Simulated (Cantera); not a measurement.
Input (Python, Cantera):

```python
import numpy as np
import cantera as ct

gas = ct.Solution("gri30.yaml")
gas.TPX = 1023, 101325, {'CO': 1, 'H2': 0.18, 'O2': 1.11, 'N2': 4.19, 'CO2': 0.19}
reactor = ct.IdealGasConstPressureReactor(gas, energy="on", clone=False)
net = ct.ReactorNet([reactor])
net.rtol, net.atol = 1e-08, 1e-16
show = ['CO', 'H2', 'O2', 'NO2', 'H']
times = np.geomspace(3e-06, 0.2, 12)

steps = ct.SolutionArray(gas, extra=["t"])
rows = []
print(f"{'t/s':>10s}{'T/K':>9s}{'P/Pa':>11s}" + "".join(f"{s:>11s}" for s in show))
for t in times:
    while net.time < t:
        t_next = net.step()
        steps.append(gas.state, t=t_next)
    rows.append([np.interp(t, steps.t, y) for y in (steps.T, steps.P, *steps(*show).X.T)])
    print(f"{t:10.3e}{rows[-1][0]:9.1f}{rows[-1][1]:11.4g}" + "".join(f"{x:11.3e}" for x in rows[-1][2:]))
rate = np.gradient(steps.T, steps.t)
print("integrator steps:", len(steps.t))
if steps.T.max() > steps.T[0] + 200:
    print(f"time of steepest temperature rise: {steps.t[rate.argmax()]:.4e} s")
gas.TPX = 1023, 101325, {'CO': 1, 'H2': 0.18, 'O2': 1.11, 'N2': 4.19, 'CO2': 0.19}
gas.equilibrate("HP")
print(f"equilibrium (HP): T = {gas.T:.1f} K  " + "  ".join(f"{s} {gas[s].X[0]:.3e}" for s in show))
```

Result:

```
       t/s      T/K       P/Pa         CO         H2         O2        NO2          H
 3.000e-06   1023.0  1.013e+05  1.499e-01  2.699e-02  1.664e-01  1.551e-32  3.330e-11
 8.235e-06   1023.0  1.013e+05  1.499e-01  2.699e-02  1.664e-01  1.281e-30  1.585e-10
 2.260e-05   1023.0  1.013e+05  1.499e-01  2.699e-02  1.664e-01  3.374e-28  7.627e-10
 6.205e-05   1023.0  1.013e+05  1.499e-01  2.699e-02  1.664e-01  5.015e-25  5.227e-09
 1.703e-04   1023.0  1.013e+05  1.499e-01  2.699e-02  1.664e-01  1.015e-19  2.449e-07
 4.675e-04   1379.4  1.013e+05  1.147e-01  1.497e-03  1.332e-01  1.203e-09  4.921e-03
 1.283e-03   2151.6  1.013e+05  2.142e-02  6.010e-04  9.166e-02  6.442e-08  8.794e-04
 3.523e-03   2269.8  1.013e+05  9.002e-03  2.381e-04  8.774e-02  2.378e-07  1.880e-04
 9.670e-03   2288.0  1.013e+05  6.895e-03  1.830e-04  8.685e-02  5.641e-07  1.236e-04
 2.654e-02   2286.3  1.013e+05  6.821e-03  1.813e-04  8.628e-02  1.379e-06  1.216e-04
 7.286e-02   2282.3  1.013e+05  6.701e-03  1.786e-04  8.504e-02  3.149e-06  1.181e-04
 2.000e-01   2277.1  1.013e+05  6.544e-03  1.751e-04  8.342e-02  5.458e-06  1.137e-04
integrator steps: 1423
time of steepest temperature rise: 4.4253e-04 s
equilibrium (HP): T = 2275.0 K  CO 6.484e-03  H2 1.737e-04  O2 8.279e-02  NO2 6.348e-06  H 1.120e-04
```

Computed with Cantera and GRI-Mech 3.0 (53 species, 325 reactions).
